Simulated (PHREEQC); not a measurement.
Dissolve 0.025 mol/kgw CdBr2, 0.019 mol/kgw NaHF2 and 0.00083 mol/kgw KCl at 25 °C. Closed to the air; pH follows from the charge balance.

Model: ion-association model, wateq4f.dat, run in PHREEQC.

```tsv
quantity	before	after
pH	3.13	3.08
ionic strength (mol/kgw)	0.0587	0.147
Br- (mol/kgw)	0.0316	0.113
F- (mol/kgw)	0.0179	0.0177
HF (mol/kgw)	0.0157	0.0156
CdBr+ (mol/kgw)	0.0150	0.0814
SI of CdF2 (CdF2)	-3.20	-3.11
SI of CdOHCl (CdOHCl)	-6.18	-6.13
```

**Question.** Name the change that produced these shifts.
A. diluted 5-fold with water
B. KCl replaced by LiCl at the same molality
C. CdBr2 from 0.025 to 0.125 mol/kgw
D. temperature from 25 to 10 °C

**Answer.** C, CdBr2 from 0.025 to 0.125 mol/kgw

This is a speciation only: nothing precipitates in the calculation.
